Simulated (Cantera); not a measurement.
A Cantera script and what it prints.

```python
import numpy as np
import cantera as ct

gas_names = [...]  # 113 gases of nasa_gas.yaml made of C, Cu, H, O
cond_names = """
    C(gr) C6H6(L) C7H8(L) C8H18(L),n-octa Cu(cr) Cu(L) CuO(s) CuO2H2(s) Cu2O(s) Cu2O(L) H2O(s) H2O(L)
""".split()


# ... load() reads the species with a 1 bar reference pressure and builds the phases ...
atoms = {
    'Cu2O': {'Cu': 2, 'O': 1},
    'CH4': {'C': 1, 'H': 4},
    'H2': {'H': 2},
}
top_T = {'C(gr)': 4500, 'CuO(s)': 1390}  # K; cautious upper limits of use, not melting points


# ... equilibrate(T, P, feed) seeds the gas with the atoms and calls Mixture.equilibrate('TP', solver="vcs", rtol=1e-11, max_steps=5000) ...
results = []
feed = {'Cu2O': 1, 'CH4': 4.3, 'H2': 0.58}  # mol
P = 1000  # Pa
for T in [1175, 1225, 1275, 1325, 1375, 1425, 1475, 1525, 1575, 1625]:
    mix = equilibrate(T, P, feed)
    results.append((T, P, feed, dict(zip(mix.species_names, mix.species_moles))))

top = {s: max(r[3][s] / sum(r[3][g] for g in gas_names) for r in results) for s in gas_names}
cols = sorted((s for s in top if top[s] > 0.0001), key=lambda s: -top[s])[:7]
seen = [c for c in cond_names if any(r[3].get(c, 0) > 1e-12 for r in results)]
print("log10 of partial pressures in bar; condensed amounts in mol")
print(f"{'T/K':>10s}" + "".join(f"{s[:9]:>10s}" for s in cols + seen))
for T, P, feed, n in results:
    ng = sum(n[g] for g in gas_names)
    print(f"{T:10.4g}" + "".join(f"{np.log10(max(n[s] / ng * P / 1e5, 1e-99)):10.3f}" for s in cols)
          + "".join(f"{n.get(c, 0):10.4g}" for c in seen))
```

Output:

```
log10 of partial pressures in bar; condensed amounts in mol
       T/K        H2        CO        Cu         H       CH4     C(gr)    Cu(cr)     Cu(L)
      1175    -2.045    -3.008    -8.218    -7.934    -5.808     3.299         2         0
      1225    -2.045    -3.008    -7.616    -7.529    -5.972     3.299         2         0
      1275    -2.045    -3.008    -7.063    -7.155    -6.123     3.299         2         0
      1325    -2.045    -3.008    -6.552    -6.809    -6.263     3.299         2         0
      1375    -2.045    -3.008    -6.085    -6.488    -6.393       3.3         0     1.999
      1425    -2.045    -3.008    -5.663    -6.189    -6.514       3.3         0     1.998
      1475    -2.045    -3.008    -5.271    -5.910    -6.627       3.3         0     1.995
      1525    -2.046    -3.008    -4.905    -5.649    -6.733       3.3         0     1.987
      1575    -2.046    -3.009    -4.563    -5.404    -6.833     3.299         0     1.972
      1625    -2.048    -3.010    -4.243    -5.175    -6.928     3.299         0     1.941
```

Cantera equilibrium calculation (NASA polynomials, part measured and part estimated; ideal gas, pure solids and liquids).
